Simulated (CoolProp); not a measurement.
Methanol along the isobar 49 bar: Z from the reference equation and from simpler models built on Tc = 513.4 K, pc = 82.16 bar, ω = 0.565; each cubic takes its own stable root.

Values from CoolProp's reference Helmholtz-energy equation of state, de Reuck 1993.

```tsv
T (K)	phase	reference	van der Waals	Soave-Redlich-Kwong
458.6	liquid	___	0.6731	0.09739
470.1	liquid	0.07119	0.7049	0.1016
481.6	liquid	___	___	0.1088
493.2	gas	0.6528	0.7528	0.6958
504.7	gas	0.7107	___	0.7343
516.2	gas	0.7522	0.7881	0.7655
527.8	gas	0.7840	0.8028	0.7917
539.3	gas	0.8090	0.8158	0.8139
550.8	gas	0.8291	0.8275	0.8331
562.3	gas	0.8456	0.8382	0.8500
573.9	gas	0.8594	0.8479	0.8650
585.4	gas	0.8707	0.8568	0.8782
596.9	gas	0.8803	0.8649	0.8901
608.5	gas	0.8884	0.8724	0.9009
620	gas	0.8952	0.8793	0.9105
```

Q: Some entries are withheld; supply them.

A: 
- 458.6, reference: 0.06952
- 481.6, reference: 0.07430
- 481.6, van der Waals: 0.7308
- 504.7, van der Waals: 0.7716

At some of these states van der Waals gives the other phase, because its saturation line lies elsewhere.
